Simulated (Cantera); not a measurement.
An adiabatic, constant-volume homogeneous reactor starts with CH₄ : H₂ : O₂ : N₂ = 1 : 0.6 : 3.33 : 12.5 (molar parts), equivalence ratio 0.69, at 1400 K and 0.940 bar.

Cantera simulation using GRI-Mech 3.0 (53 species, 325 reactions); the numbers are that mechanism's predictions, not measurements.

x: mole fraction; the columns are a selection and need not sum to one.

```json
[
 {"t (s)": "3.00e-6", "T (K)": "1400", "P (bar)": "0.940", "x CH₄": "0.0574", "x H₂": "0.0344", "x O₂": "0.191", "x H": "___", "x NO": "<1e-12", "x C₂H₂": "<1e-12", "x CH₂": "<1e-12"},
 {"t (s)": "7.25e-6", "T (K)": "1400", "P (bar)": "0.940", "x CH₄": "0.0574", "x H₂": "0.0344", "x O₂": "0.191", "x H": "___", "x NO": "<1e-12", "x C₂H₂": "<1e-12", "x CH₂": "<1e-12"},
 {"t (s)": "1.75e-5", "T (K)": "1400", "P (bar)": "0.940", "x CH₄": "0.0574", "x H₂": "0.0344", "x O₂": "0.191", "x H": "___", "x NO": "<1e-12", "x C₂H₂": "<1e-12", "x CH₂": "<1e-12"},
 {"t (s)": "4.24e-5", "T (K)": "1400", "P (bar)": "0.940", "x CH₄": "0.0574", "x H₂": "0.0344", "x O₂": "0.191", "x H": "___", "x NO": "<1e-12", "x C₂H₂": "<1e-12", "x CH₂": "2.87e-12"},
 {"t (s)": "0.000103", "T (K)": "1400", "P (bar)": "0.940", "x CH₄": "0.0573", "x H₂": "0.0344", "x O₂": "0.191", "x H": "___", "x NO": "<1e-12", "x C₂H₂": "4.97e-12", "x CH₂": "4.37e-10"},
 {"t (s)": "0.000248", "T (K)": "1435", "P (bar)": "0.964", "x CH₄": "0.0523", "x H₂": "0.0335", "x O₂": "0.187", "x H": "___", "x NO": "7.23e-11", "x C₂H₂": "9.85e-7", "x CH₂": "2.82e-7"},
 {"t (s)": "0.000599", "T (K)": "2749", "P (bar)": "1.86", "x CH₄": "<1e-12", "x H₂": "0.00692", "x O₂": "0.0603", "x H": "0.00420", "x NO": "0.00269", "x C₂H₂": "<1e-12", "x CH₂": "<1e-12"},
 {"t (s)": "0.00145", "T (K)": "2740", "P (bar)": "1.85", "x CH₄": "<1e-12", "x H₂": "0.00688", "x O₂": "0.0572", "x H": "0.00405", "x NO": "0.00946", "x C₂H₂": "<1e-12", "x CH₂": "<1e-12"},
 {"t (s)": "0.00350", "T (K)": "2732", "P (bar)": "1.84", "x CH₄": "<1e-12", "x H₂": "0.00685", "x O₂": "0.0547", "x H": "0.00394", "x NO": "0.0150", "x C₂H₂": "<1e-12", "x CH₂": "<1e-12"},
 {"t (s)": "0.00847", "T (K)": "2731", "P (bar)": "1.84", "x CH₄": "<1e-12", "x H₂": "0.00684", "x O₂": "0.0542", "x H": "0.00391", "x NO": "0.0161", "x C₂H₂": "<1e-12", "x CH₂": "<1e-12"},
 {"t (s)": "0.0205", "T (K)": "2731", "P (bar)": "1.84", "x CH₄": "<1e-12", "x H₂": "0.00684", "x O₂": "0.0542", "x H": "0.00391", "x NO": "0.0161", "x C₂H₂": "<1e-12", "x CH₂": "<1e-12"},
 {"t (s)": "0.0495", "T (K)": "2731", "P (bar)": "1.84", "x CH₄": "<1e-12", "x H₂": "0.00684", "x O₂": "0.0542", "x H": "0.00391", "x NO": "0.0161", "x C₂H₂": "<1e-12", "x CH₂": "<1e-12"},
 {"t (s)": "0.120", "T (K)": "2731", "P (bar)": "1.84", "x CH₄": "<1e-12", "x H₂": "0.00684", "x O₂": "0.0542", "x H": "0.00391", "x NO": "0.0161", "x C₂H₂": "<1e-12", "x CH₂": "<1e-12"},
 {"t (s)": "0.290", "T (K)": "2731", "P (bar)": "1.84", "x CH₄": "<1e-12", "x H₂": "0.00684", "x O₂": "0.0542", "x H": "0.00391", "x NO": "0.0161", "x C₂H₂": "<1e-12", "x CH₂": "<1e-12"},
 {"t (s)": "0.700", "T (K)": "2731", "P (bar)": "1.84", "x CH₄": "<1e-12", "x H₂": "0.00684", "x O₂": "0.0542", "x H": "0.00391", "x NO": "0.0161", "x C₂H₂": "<1e-12", "x CH₂": "<1e-12"}
]
```

Problem. Fill in the missing entries.

Solution. 
- 3.00e-6, x H: 1.36e-8
- 7.25e-6, x H: 2.13e-8
- 1.75e-5, x H: 4.17e-8
- 4.24e-5, x H: 1.45e-7
- 0.000103, x H: 1.73e-6
- 0.000248, x H: 5.98e-5
